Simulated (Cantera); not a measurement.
An adiabatic, constant-pressure homogeneous reactor starts with CH₄ : C₂H₆ : O₂ : N₂ = 1 : 0.1 : 1.31 : 7.31 (molar parts), at 1498 K and 0.330 bar. Integrator tolerance rtol = 1e-08.

Computed with Cantera and GRI-Mech 3.0 (53 species, 325 reactions).

Task: What does this change do: pressure from 0.330 bar to 1.80 bar?

Result: 
```json
[
 {"quantity": "time of steepest temperature rise", "before": "1.03 ms", "after": "0.354 ms"},
 {"quantity": "temperature at 0.600 s", "before": "2400 K", "after": "2435 K"},
 {"quantity": "equilibrium temperature", "before": "2400 K", "after": "2435 K"},
 {"quantity": "x(CH₄) at 0.600 s", "before": "<1e-12 (gas-phase equilibrium <1e-12)", "after": "1.05e-11 (gas-phase equilibrium 1.18e-11)"},
 {"quantity": "x(C₂H₆) at 0.600 s", "before": "<1e-12 (gas-phase equilibrium <1e-12)", "after": "<1e-12 (gas-phase equilibrium <1e-12)"},
 {"quantity": "x(O₂) at 0.600 s", "before": "5.25e-5 (gas-phase equilibrium 5.25e-5)", "after": "1.37e-5 (gas-phase equilibrium 1.37e-5)"},
 {"quantity": "x(C₂H₂) at 0.600 s", "before": "<1e-12 (gas-phase equilibrium <1e-12)", "after": "<1e-12 (gas-phase equilibrium <1e-12)"},
 {"quantity": "x(OH) at 0.600 s", "before": "0.00183 (gas-phase equilibrium 0.00183)", "after": "0.000966 (gas-phase equilibrium 0.000966)"},
 {"quantity": "x(H₂O) at 0.600 s", "before": "0.110 (gas-phase equilibrium 0.110)", "after": "0.112 (gas-phase equilibrium 0.112)"},
 {"quantity": "x(CO₂) at 0.600 s", "before": "0.0180 (gas-phase equilibrium 0.0180)", "after": "0.0178 (gas-phase equilibrium 0.0178)"}
]
```

Task: What does this change do: initial temperature 1498 to 1473 K?

Result: 
```json
[
 {"quantity": "time of steepest temperature rise", "before": "1.03 ms", "after": "1.29 ms"},
 {"quantity": "temperature at 0.600 s", "before": "2400 K", "after": "2383 K"},
 {"quantity": "equilibrium temperature", "before": "2400 K", "after": "2383 K"},
 {"quantity": "x(CH₄) at 0.600 s", "before": "<1e-12 (gas-phase equilibrium <1e-12)", "after": "<1e-12 (gas-phase equilibrium <1e-12)"},
 {"quantity": "x(C₂H₆) at 0.600 s", "before": "<1e-12 (gas-phase equilibrium <1e-12)", "after": "<1e-12 (gas-phase equilibrium <1e-12)"},
 {"quantity": "x(O₂) at 0.600 s", "before": "5.25e-5 (gas-phase equilibrium 5.25e-5)", "after": "4.33e-5 (gas-phase equilibrium 4.33e-5)"},
 {"quantity": "x(C₂H₂) at 0.600 s", "before": "<1e-12 (gas-phase equilibrium <1e-12)", "after": "<1e-12 (gas-phase equilibrium <1e-12)"},
 {"quantity": "x(OH) at 0.600 s", "before": "0.00183 (gas-phase equilibrium 0.00183)", "after": "0.00164 (gas-phase equilibrium 0.00164)"},
 {"quantity": "x(H₂O) at 0.600 s", "before": "0.110 (gas-phase equilibrium 0.110)", "after": "0.111 (gas-phase equilibrium 0.111)"},
 {"quantity": "x(CO₂) at 0.600 s", "before": "0.0180 (gas-phase equilibrium 0.0180)", "after": "0.0181 (gas-phase equilibrium 0.0181)"}
]
```
